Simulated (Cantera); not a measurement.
# Silicon etching in halogen gases: Si + HCl + H2

A closed system holds: 1 mol Si, 3.1 mol HCl, 18 mol H2, held at 13300 Pa.

These are equilibrium values from Cantera (NASA tables, ideal gas, pure condensed phases), not measurements of a reactor. Candidate condensed phases: Si; 19 gas species. The tables' values for SiCl3 are old estimates; treat these amounts as uncertain. Kinetics and transport are ignored.

From 923 K to 1273 K the condensed part is Si(s). The main Si-bearing gas is SiCl4 at 923 K and SiCl2 at 1273 K. The share of Si in condensed phases is highest at 1273 K (38.4 %) and lowest at 923 K (18.6 %).

```
T (K)  log p H2  log p HCl  log p SiCl4  log p SiHCl3  log p SiCl2  n Si(s)
-----  --------  ---------  -----------  ------------  -----------  -------
923       -0.90      -3.04        -2.46         -2.76        -5.02    0.186
973       -0.90      -2.84        -2.47         -2.78        -4.57    0.207
1023      -0.90      -2.66        -2.49         -2.81        -4.17    0.234
1073      -0.90      -2.50        -2.53         -2.84        -3.81    0.266
1123      -0.91      -2.36        -2.58         -2.89        -3.50    0.301
1173      -0.91      -2.25        -2.66         -2.96        -3.23    0.336
1223      -0.91      -2.15        -2.77         -3.05        -3.00    0.365
1273      -0.92      -2.07        -2.93         -3.17        -2.82    0.384
```
log p: log10 of the partial pressure in bar; n: condensed amount in mol.
